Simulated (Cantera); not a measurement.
A Cantera script and what it prints.

```python
import numpy as np
import cantera as ct

gas_names = """
    H HI HNO HNO2 HNO3 HO2 H2 H2O H2O2 I I2 N NH NH2 NH3 NH2OH NO NO2 NO3 N2 N2H2 N2H4 N2O O OH O2 O3
""".split()
cond_names = """
    H2O(s) H2O(L) I2(cr) I2(L)
""".split()


# ... load() reads the species with a 1 bar reference pressure and builds the phases ...
atoms = {
    'HI': {'H': 1, 'I': 1},
    'O2': {'O': 2},
    'N2': {'N': 2},
}
top_T = {}  # K; cautious upper limits of use, not melting points


# ... equilibrate(T, P, feed) seeds the gas with the atoms and calls Mixture.equilibrate('TP', solver="vcs", rtol=1e-11, max_steps=5000) ...
results = []
feed = {'HI': 1, 'O2': 1.7, 'N2': 22}  # mol
P = 24000000  # Pa
for T in [1473, 1673, 1873, 2073, 2273, 2473, 2673, 2873, 3073, 3273, 3473]:
    mix = equilibrate(T, P, feed)
    results.append((T, P, feed, dict(zip(mix.species_names, mix.species_moles))))

top = {s: max(r[3][s] / sum(r[3][g] for g in gas_names) for r in results) for s in gas_names}
cols = sorted((s for s in top if top[s] > 1e-05), key=lambda s: -top[s])[:6]
seen = [c for c in cond_names if any(r[3].get(c, 0) > 1e-12 for r in results)]
print("log10 of partial pressures in bar; condensed amounts in mol")
print(f"{'T/K':>10s}" + "".join(f"{s[:9]:>10s}" for s in cols + seen))
for T, P, feed, n in results:
    ng = sum(n[g] for g in gas_names)
    print(f"{T:10.4g}" + "".join(f"{np.log10(max(n[s] / ng * P / 1e5, 1e-99)):10.3f}" for s in cols)
          + "".join(f"{n.get(c, 0):10.4g}" for c in seen))
```

It prints:

```
log10 of partial pressures in bar; condensed amounts in mol
       T/K        N2        O2         I        NO       H2O        I2
      1473     2.332     1.149     0.331    -0.839     0.688     0.581
      1673     2.330     1.144     0.599    -0.455     0.686     0.457
      1873     2.328     1.137     0.768    -0.155     0.682     0.276
      2073     2.326     1.127     0.865     0.086     0.677     0.049
      2273     2.325     1.114     0.916     0.281     0.671    -0.197
      2473     2.323     1.098     0.942     0.442     0.663    -0.439
      2673     2.322     1.077     0.954     0.575     0.651    -0.664
      2873     2.320     1.052     0.960     0.686     0.633    -0.867
      3073     2.319     1.022     0.963     0.777     0.608    -1.049
      3273     2.317     0.986     0.964     0.853     0.574    -1.213
      3473     2.315     0.945     0.964     0.914     0.528    -1.360
```

Method: chemical equilibrium by Gibbs-energy minimisation in Cantera with the NASA 1993 tables (ideal gas, pure condensed phases). The ideal-gas law is rough above about 30 bar.
